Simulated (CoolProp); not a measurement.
Model: reference Helmholtz-energy equation of state, Lemmon 2009, in CoolProp.

Q: Give the vapour pressure (MPa), vapour density (kg/m³), surface tension (mN/m), liquid viscosity (µPa s) of saturated propane at -14.65, -3.55 °C.

A: 
| T (°C) | p (MPa) | vapour density (kg/m³) | surface tension (mN/m) | liquid viscosity (µPa s) |
|---|---|---|---|---|
| -14.65 | 0.295 | 6.58 | 12.0 | 146 |
| -3.55 | 0.425 | 9.31 | 10.6 | 130 |

Viscosity comes from a separate model (Vogel 1998). Surface tension comes from a separate correlation (Mulero 2012).
